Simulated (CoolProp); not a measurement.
Vapour-liquid equilibrium of propylene (1) + R115 (2) at 0.299 MPa; x and y are mole fractions of (1).

Values from CoolProp's multi-fluid Helmholtz-energy mixture model, Lemmon 2013 and Lemmon 2016; pair parameters Bell 2016.

| x | bubble temperature (K) | y at the bubble point | dew temperature at overall composition x (K) | liquid density (mol/L) |
|---|---|---|---|---|
| 0.05 | 259.3 | 0.110 | 260.5 | 9.536 |
| 0.125 | 256.6 | 0.245 | 259.0 | 9.801 |
| 0.2 | 254.5 | 0.349 | 257.5 | 10.06 |
| 0.275 | 252.9 | 0.431 | 256.0 | 10.33 |
| 0.35 | 251.7 | 0.495 | 254.5 | 10.61 |
| 0.425 | 250.8 | 0.548 | 253.0 | 10.89 |
| 0.5 | 250.2 | 0.594 | 251.6 | 11.19 |
| 0.575 | 249.8 | 0.634 | 250.4 | 11.50 |
| 0.65 | 249.6 | 0.674 | 249.7 | 11.83 |
| 0.725 | 249.5 | 0.716 | 249.5 | 12.19 |
| 0.8 | 249.7 | 0.764 | 250.0 | 12.57 |
| 0.875 | 250.2 | 0.827 | 250.8 | 12.97 |
| 0.95 | 251.3 | 0.916 | 251.8 | 13.39 |

y crosses x between x = 0.65 and 0.725: the model has an azeotrope there.

The pair parameters rest on a limited set of measurements; away from them the model extrapolates.
